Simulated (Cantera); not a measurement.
# Low-pressure radical oxidation in H2/O2

A perfectly stirred reactor is fed with 5.03 % H2, 95.0 % O2, equivalence ratio 0.026, at 8.25 Torr; it is held at 1375 K, and followed from long to short residence time.

Model: the H2/O2 subset of GRI-Mech 3.0, which has no nitrogen chemistry, integrated in Cantera. Radical loss at walls, strong at low pressure, is not modelled. The temperature is held fixed by assumption; the heat of reaction is taken as removed at once.

```tsv
τ (s)	x H2	x O2	x O	x H2O2	x H2O
4.3	8.43e-5	0.945	0.00271	2.13e-8	0.0506
1.1	0.000193	0.941	0.00632	3.05e-8	0.0498
0.30	0.000395	0.933	0.0130	3.93e-8	0.0484
0.078	0.000732	0.922	0.0228	4.62e-8	0.0462
0.020	0.00127	0.914	0.0306	5.14e-8	0.0440
0.0053	0.00259	0.911	0.0324	6.05e-8	0.0414
0.0014	0.00675	0.914	0.0282	7.84e-8	0.0361
```
x: mole fraction; the columns are a selection and need not sum to one.
